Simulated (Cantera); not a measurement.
Input (Python, Cantera):

```python
import numpy as np
import cantera as ct

gas = ct.Solution("gri30.yaml")
gas.TPX = 1250, 420, {'C2H6': 1, 'N2': 31}
inlet = ct.Reservoir(gas, clone=True)

reactor = ct.IdealGasConstPressureReactor(gas, energy="off", clone=False)
exhaust = ct.Reservoir(gas, clone=True)
tau = [8.6, 1.9, 0.42, 0.092, 0.02, 0.0045, 0.00099, 0.00022][0]
for a, b in ((inlet, reactor), (reactor, exhaust)):
    ct.MassFlowController(a, b, mdot=lambda t: reactor.mass / tau)
net = ct.ReactorNet([reactor])
show = ['C2H6', 'C2H', 'CH2', 'H2', 'C2H4', 'H']

rows = []
print(f"{'tau/s':>10s}{'T/K':>9s}" + "".join(f"{s:>11s}" for s in show))
for tau in [8.6, 1.9, 0.42, 0.092, 0.02, 0.0045, 0.00099, 0.00022]:
    net.initial_time = 0.0
    net.advance(30 * tau)
    before = gas.X
    net.advance(40 * tau)
    drift = np.max(np.abs(gas.X - before) / (gas.X + 1e-9))
    rows.append([gas.T, *gas[show].X, drift])
    print(f"{tau:10.3e}{gas.T:9.1f}" + "".join(f"{x:11.3e}" for x in gas[show].X))
```

Result:

```
     tau/s      T/K       C2H6        C2H        CH2         H2       C2H4          H
 8.600e+00   1250.0  8.961e-04  3.043e-09  2.638e-08  3.960e-02  4.987e-03  2.124e-05
 1.900e+00   1250.0  3.350e-03  2.644e-09  6.433e-08  2.940e-02  1.086e-02  2.332e-05
 4.200e-01   1250.0  1.151e-02  1.168e-09  1.274e-07  1.677e-02  1.293e-02  2.074e-05
 9.200e-02   1250.0  2.445e-02  1.926e-10  1.273e-07  5.325e-03  5.424e-03  1.413e-05
 2.000e-02   1250.0  3.032e-02  8.356e-12  3.616e-08  6.783e-04  7.134e-04  6.524e-06
 4.500e-03   1250.0  3.119e-02  3.917e-15  2.108e-09  2.503e-05  2.620e-05  1.039e-06
 9.900e-04   1250.0  3.124e-02  1.880e-20  4.520e-11  2.805e-07  3.310e-07  5.281e-08
 2.200e-04   1250.0  3.125e-02  2.154e-25  6.659e-13  2.313e-09  3.973e-09  1.959e-09
```

Computed with Cantera and GRI-Mech 3.0 (53 species, 325 reactions). GRI-Mech 3.0 stops at C3 and has no aromatics, soot or wall deposition, so with more carbon than oxygen in the feed, carbon stays in small species such as C2H2 where larger ones or solid carbon would form. Radical loss at walls, strong at low pressure, is not modelled.
